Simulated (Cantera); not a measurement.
A perfectly stirred reactor is fed with H₂ : O₂ = 0.023 : 1 (molar parts), at 2670 Pa; it is held at 1425 K, and followed from long to short residence time.

Cantera simulation using the H2/O2 subset of GRI-Mech 3.0, which has no nitrogen chemistry; the numbers are that mechanism's predictions, not measurements. Radical loss at walls, strong at low pressure, is not modelled.

### Question
What does this change do: pressure from 2670 Pa to 1200 Pa?

### Answer
```json
[
 {"quantity": "x(H₂) at τ = 13.0 s", "before": "7.95e-6", "after": "1.69e-5"},
 {"quantity": "x(O₂) at τ = 13.0 s", "before": "0.977", "after": "0.976"},
 {"quantity": "x(OH) at τ = 13.0 s", "before": "0.000485", "after": "0.000814"},
 {"quantity": "x(O) at τ = 13.0 s", "before": "0.000430", "after": "0.00122"},
 {"quantity": "x(HO₂) at τ = 13.0 s", "before": "1.74e-7", "after": "1.66e-7"},
 {"quantity": "x(H₂) at τ = 0.210 s", "before": "9.35e-5", "after": "0.000161"},
 {"quantity": "x(O₂) at τ = 0.210 s", "before": "0.971", "after": "0.965"},
 {"quantity": "x(OH) at τ = 0.210 s", "before": "0.00172", "after": "0.00242"},
 {"quantity": "x(O) at τ = 0.210 s", "before": "0.00552", "after": "0.0112"},
 {"quantity": "x(HO₂) at τ = 0.210 s", "before": "9.22e-7", "after": "5.99e-7"}
]
```

### Question
What does this change do: pressure from 2670 Pa to 1330 Pa?

### Answer
```json
[
 {"quantity": "x(H₂) at τ = 13.0 s", "before": "7.95e-6", "after": "1.52e-5"},
 {"quantity": "x(O₂) at τ = 13.0 s", "before": "0.977", "after": "0.976"},
 {"quantity": "x(OH) at τ = 13.0 s", "before": "0.000485", "after": "0.000761"},
 {"quantity": "x(O) at τ = 13.0 s", "before": "0.000430", "after": "0.00107"},
 {"quantity": "x(HO₂) at τ = 13.0 s", "before": "1.74e-7", "after": "1.68e-7"},
 {"quantity": "x(H₂) at τ = 0.210 s", "before": "9.35e-5", "after": "0.000151"},
 {"quantity": "x(O₂) at τ = 0.210 s", "before": "0.971", "after": "0.966"},
 {"quantity": "x(OH) at τ = 0.210 s", "before": "0.00172", "after": "0.00234"},
 {"quantity": "x(O) at τ = 0.210 s", "before": "0.00552", "after": "0.0104"},
 {"quantity": "x(HO₂) at τ = 0.210 s", "before": "9.22e-7", "after": "6.41e-7"}
]
```
